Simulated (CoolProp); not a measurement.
Vapour-liquid equilibrium of propylene (1) + dimethyl ether (2) at 1750 kPa; x and y are mole fractions of (1).

Values from CoolProp's multi-fluid Helmholtz-energy mixture model, Lemmon 2013 and Wu 2011; pair parameters Bell 2016.

Problem. Give the bubble temperature and the first vapour's composition at x = 0.15, 0.55, 0.75. Is there an azeotrope?

Solution. x = 0.15: 62.9 °C, y = 0.220; x = 0.55: 51.3 °C, y = 0.647; x = 0.75: 47.0 °C, y = 0.810. No azeotrope shows between x = 0.05 and 0.95.

Pair parameters are fitted to limited data, so mixtures are less certain than the pure fluids.
